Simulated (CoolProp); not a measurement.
Saturation properties of R1234ze(Z).

Computed with CoolProp (reference Helmholtz-energy equation of state, Akasaka 2019).

| T (K) | p (bar) | vapour density (kg/m³) | surface tension (mN/m) |
|---|---|---|---|
| 337.4 | 5.790 | 28.02 | [?] |
| 342.4 | 6.590 | 31.98 | 7.51 |
| 347.5 | 7.489 | 36.50 | 6.94 |
| 352.6 | 8.479 | 41.58 | 6.37 |
| 357.7 | 9.564 | 47.27 | 5.81 |
| 362.7 | 10.73 | 53.54 | 5.28 |
| 367.8 | 12.02 | 60.74 | 4.74 |
| 372.9 | 13.43 | 68.88 | [?] |
| 378 | 14.95 | 78.11 | 3.70 |
| 383 | 16.58 | 88.42 | 3.21 |
| 388.1 | 18.37 | [?] | 2.72 |
| 393.2 | 20.30 | 114.5 | 2.25 |
| 398.3 | 22.39 | [?] | 1.79 |
| 403.3 | 24.60 | 150.5 | 1.36 |

What belongs in the gaps?


- 337.4, surface tension (mN/m): 8.08
- 372.9, surface tension (mN/m): 4.21
- 388.1, vapour density (kg/m³): 100.5
- 398.3, vapour density (kg/m³): 131.0

It boils at 282.9 K under 1 atm.

Surface tension comes from a separate correlation (Kondou 2015).
